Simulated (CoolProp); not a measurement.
Vapour-liquid equilibrium of propane (1) + dimethyl ether (2) at 0.0222 MPa; x and y are mole fractions of (1).

Model: multi-fluid Helmholtz-energy mixture model, Lemmon 2009 and Wu 2011; pair parameters Bell 2016, in CoolProp.

```csv
x,bubble temperature (K),y at the bubble point,dew temperature at overall composition x (K),liquid density (mol/L)
0.05,214.8,0.227,217.6,16.71
0.125,211.1,0.425,216.5,?
0.2,208.7,0.540,215.3,16.27
0.275,207.0,0.614,214.0,16.03
0.35,205.8,0.666,212.6,15.79
0.425,204.9,0.706,211.1,15.54
0.5,?,0.740,?,15.31
0.575,203.6,0.771,207.9,?
0.65,203.1,0.801,206.2,14.85
0.725,?,0.832,204.5,?
0.8,202.3,?,203.1,?
0.875,201.9,0.908,202.2,14.23
0.95,201.7,0.958,201.7,14.04
```

**Question.** Fill in the missing entries.

**Answer.** 
- 0.125, liquid density (mol/L): 16.50
- 0.5, bubble temperature (K): 204.2
- 0.5, dew temperature at overall composition x (K): 209.6
- 0.575, liquid density (mol/L): 15.07
- 0.725, bubble temperature (K): 202.6
- 0.725, liquid density (mol/L): 14.64
- 0.8, y at the bubble point: 0.867
- 0.8, liquid density (mol/L): 14.43

No azeotrope shows between x = 0.05 and 0.95.

The pair parameters rest on a limited set of measurements; away from them the model extrapolates.
